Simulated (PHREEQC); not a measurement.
Consider water at 25 °C and 100 atm with 0.87 mol CaCl2, 0.057 mol SrCl2 and 0.061 mol NaCl per kg of water. Closed to the air; pH follows from the charge balance.

The numbers come from PHREEQC with the Pitzer model, pitzer.dat.

This is a speciation only: nothing precipitates in the calculation.

### Question
Estimate the activity of water, density.

### Answer
activity of water 0.947; density 1.085 g/cm³.

Under pressure, the constants of complexes without a molar volume in the database are unreliable.
